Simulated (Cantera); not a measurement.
What does this Cantera script print?

```python
import numpy as np
import cantera as ct

gas_names = """
    B BH BH2 BH3 BO BO2 B2 B2O B2O2 B2O3 B3O3H3 H HBO HBO2 HO2 H2 H2O H2O2 H3B3O6 O OH O2 O3
""".split()
cond_names = """
    B(b) B(L) B2O3(L) B3O3H3(cr) H2O(s) H2O(L)
""".split()


# ... load() reads the species with a 1 bar reference pressure and builds the phases ...
atoms = {
    'B2H6': {'B': 2, 'H': 6},
    'O2': {'O': 2},
}
top_T = {}  # K; cautious upper limits of use, not melting points


# ... equilibrate(T, P, feed) seeds the gas with the atoms and calls Mixture.equilibrate('TP', solver="vcs", rtol=1e-11, max_steps=5000) ...
results = []
feed = {'B2H6': 1, 'O2': 2.3}  # mol
P = 25000  # Pa
for T in [825, 925, 1025, 1125, 1225, 1325, 1425, 1525, 1625]:
    mix = equilibrate(T, P, feed)
    results.append((T, P, feed, dict(zip(mix.species_names, mix.species_moles))))
    x = sorted(zip(gas.X, gas.species_names), reverse=True)
    print(f"T = {T:g} K  P = {P:g} Pa  gas = {mix.phase_moles(0):.4g} mol")
    print("   x: " + "  ".join(f"{s} {v:.3e}" for v, s in x if v > 0.0001))
    print("   condensed (mol): " + ("  ".join(f"{mix.phase(i).name} {mix.phase_moles(i):.4g}"
          for i in range(1, mix.n_phases) if mix.phase_moles(i) > 1e-12) or "none"))
```

Output:

```
T = 825 K  P = 25000 Pa  gas = 2.978 mol
   x: H2O 5.155e-01  H2 4.700e-01  H3B3O6 1.445e-02
   condensed (mol): B2O3(L) 0.9354
T = 925 K  P = 25000 Pa  gas = 2.988 mol
   x: H2O 5.236e-01  H2 4.685e-01  H3B3O6 7.902e-03
   condensed (mol): B2O3(L) 0.9646
T = 1025 K  P = 25000 Pa  gas = 2.993 mol
   x: H2O 5.275e-01  H2 4.678e-01  H3B3O6 4.716e-03
   condensed (mol): B2O3(L) 0.9787
T = 1125 K  P = 25000 Pa  gas = 2.996 mol
   x: H2O 5.293e-01  H2 4.673e-01  H3B3O6 3.025e-03  HBO2 3.854e-04
   condensed (mol): B2O3(L) 0.9858
T = 1225 K  P = 25000 Pa  gas = 2.999 mol
   x: H2O 5.295e-01  H2 4.667e-01  H3B3O6 2.054e-03  HBO2 1.715e-03
   condensed (mol): B2O3(L) 0.9882
T = 1325 K  P = 25000 Pa  gas = 3.007 mol
   x: H2O 5.269e-01  H2 4.656e-01  HBO2 5.998e-03  H3B3O6 1.455e-03
   condensed (mol): B2O3(L) 0.9844
T = 1425 K  P = 25000 Pa  gas = 3.025 mol
   x: H2O 5.187e-01  H2 4.629e-01  HBO2 1.732e-02  H3B3O6 1.056e-03
   condensed (mol): B2O3(L) 0.969
T = 1525 K  P = 25000 Pa  gas = 3.065 mol
   x: H2O 4.996e-01  H2 4.568e-01  HBO2 4.261e-02  H3B3O6 7.681e-04  B2O3 1.434e-04
   condensed (mol): B2O3(L) 0.9307
T = 1625 K  P = 25000 Pa  gas = 3.146 mol
   x: H2O 4.623e-01  H2 4.449e-01  HBO2 9.110e-02  B2O3 9.099e-04  H3B3O6 5.413e-04
   condensed (mol): B2O3(L) 0.8511
```

Method: chemical equilibrium by Gibbs-energy minimisation in Cantera with the NASA 1993 tables (ideal gas, pure condensed phases). The feed counts by its element totals alone. Gases not in the tables: H3BO3.
